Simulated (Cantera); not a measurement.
**Pyrogenic steam for wet oxidation**

An isothermal, constant-pressure homogeneous reactor starts with H2 : O2 : N2 = 0.88 : 1 : 0.64 (molar parts), equivalence ratio 0.44, at 1073 K and 0.570 bar.

Computed with Cantera and the H2/O2 subset of GRI-Mech 3.0, which has no nitrogen chemistry. The temperature is held fixed by assumption; the heat of reaction is taken as removed at once.

| t (s) | x H2 | x O2 | x OH | x H2O2 | x O | x HO2 | x H |
|---|---|---|---|---|---|---|---|
| 0.000200 | 0.0265 | 0.278 | 0.000275 | 5.13e-5 | 0.000232 | 0.000274 | 0.000159 |
| 0.000629 | 0.0203 | 0.276 | 1.41e-5 | 0.000162 | 1.20e-5 | 0.000176 | 6.36e-6 |
| 0.00198 | 0.0166 | 0.275 | 1.40e-5 | 0.000216 | 1.07e-5 | 0.000159 | 5.17e-6 |
| 0.00621 | 0.00928 | 0.272 | 1.13e-5 | 0.000142 | 6.84e-6 | 0.000115 | 2.38e-6 |
| 0.0195 | 0.00281 | 0.270 | 6.46e-6 | 3.30e-5 | 2.15e-6 | 5.11e-5 | 4.27e-7 |
| 0.0614 | 0.000530 | 0.269 | 2.41e-6 | 2.47e-6 | 2.34e-7 | 1.34e-5 | 3.06e-8 |
| 0.193 | 9.47e-5 | 0.269 | 8.04e-7 | 1.29e-7 | 1.70e-8 | 2.90e-6 | 1.94e-9 |
| 0.607 | 1.15e-5 | 0.269 | 3.91e-7 | 5.14e-9 | 1.24e-9 | 4.44e-7 | 1.29e-10 |
| 1.91 | 5.00e-8 | 0.269 | 5.79e-7 | 3.70e-10 | 2.50e-10 | 1.21e-8 | 1.36e-12 |
| 6.00 | 7.28e-10 | 0.269 | 1.09e-6 | 1.09e-9 | 8.42e-10 | 6.00e-9 | <1e-12 |
x: mole fraction; the columns are a selection and need not sum to one.

Equilibrium at this temperature and pressure: H2 7.23e-10, O2 0.269, OH 1.10e-6, H2O2 1.12e-9, O 8.61e-10, HO2 5.95e-9, H <1e-12 (gas phase only).
